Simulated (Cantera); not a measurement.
An adiabatic, constant-volume homogeneous reactor starts with CH₄ : O₂ : N₂ : H₂O = 1 : 0.909 : 3.42 : 1.1 (molar parts), equivalence ratio 2.2, at 1398 K and 0.987 atm. Integrator tolerance rtol = 1e-08.

Detailed kinetics in Cantera: GRI-Mech 3.0 (53 species, 325 reactions).

```csv
quantity,before,after
time of steepest temperature rise,7.98 ms,4.26 ms
temperature at 2.00 s,2405 K,2444 K
equilibrium temperature,2405 K,2444 K
x(CH₄) at 2.00 s,5.22e-11 (gas-phase equilibrium 5.95e-11),4.19e-11 (gas-phase equilibrium 4.77e-11)
x(O₂) at 2.00 s,1.12e-5 (gas-phase equilibrium 1.12e-5),1.73e-5 (gas-phase equilibrium 1.73e-5)
x(H₂O) at 2.00 s,0.229 (gas-phase equilibrium 0.229),0.229 (gas-phase equilibrium 0.229)
x(HCN) at 2.00 s,1.02e-7 (gas-phase equilibrium 1.02e-7),9.97e-8 (gas-phase equilibrium 9.97e-8)
x(H₂) at 2.00 s,0.179 (gas-phase equilibrium 0.179),0.178 (gas-phase equilibrium 0.178)
```

Task: Which change was made?
A. initial temperature 1398 to 1475 K
B. initial temperature 1398 to 1450 K
C. initial temperature 1398 to 1625 K
D. constant pressure in place of constant volume

Result: B, initial temperature 1398 to 1450 K
